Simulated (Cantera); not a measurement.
**TEOS + O3 (silicon oxide and oxynitride deposition)**

Feed: 1 mol TEOS, a varied amount of O3, held at 823.15 K and 0.133 bar.

These are equilibrium values from Cantera (NASA tables, ideal gas, pure condensed phases), not measurements of a reactor. Candidate condensed phases: C, C6H6, C7H8, C8H18, H2O, Si, SiC, SiO2; 123 gas species. The feed counts by its element totals alone. Rates play no part.

From 0.12 mol O3 to 3.7 mol O3 the condensed part is C(graphite) + SiO2(α-quartz). From 5.4 mol O3 to 7.9 mol O3 the condensed part is SiO2(α-quartz).

```
n(O3) (mol)    x H2   x H2O   x CO2     x CO    x CH4    x C2H6    x C2H4   x HCOOH  n C(graphite)  n SiO2(α-quartz)
-----------  ------  ------  ------  -------  -------  --------  --------  --------  -------------  ----------------
0.12          0.737  0.0922  0.0321   0.0711   0.0674   1.67e-7   1.55e-8   1.93e-9           6.23              1.00
0.18          0.728  0.0960  0.0358   0.0750   0.0657   1.61e-7   1.51e-8   2.13e-9           6.15              1.00
0.26          0.715   0.101  0.0407   0.0800   0.0635   1.53e-7   1.46e-8   2.38e-9           6.05              1.00
0.38          0.697   0.107  0.0482   0.0871   0.0604   1.42e-7   1.39e-8   2.75e-9           5.88              1.00
0.56          0.673   0.115  0.0597   0.0969   0.0561   1.27e-7   1.29e-8   3.28e-9           5.63              1.00
0.82          0.640   0.123  0.0764    0.110   0.0508   1.09e-7   1.17e-8   3.99e-9           5.26              1.00
1.2           0.598   0.132   0.100    0.126   0.0443   8.91e-8   1.02e-8   4.90e-9           4.70              1.00
1.7           0.550   0.139   0.130    0.143   0.0376   6.95e-8   8.66e-9   5.86e-9           3.93              1.00
2.5           0.489   0.142   0.174    0.165   0.0296   4.87e-8   6.83e-9   6.95e-9           2.65              1.00
3.7           0.419   0.140   0.229    0.190   0.0218   3.06e-8   5.01e-9   7.85e-9          0.673              1.00
5.4           0.309   0.244   0.329    0.115  0.00303  8.05e-10  1.79e-10   8.30e-9              0              1.00
7.9          0.0136   0.542   0.441  0.00307  3.11e-9    <1e-12    <1e-12  4.90e-10              0              1.00
```
x: gas mole fraction; n: condensed amount in mol.
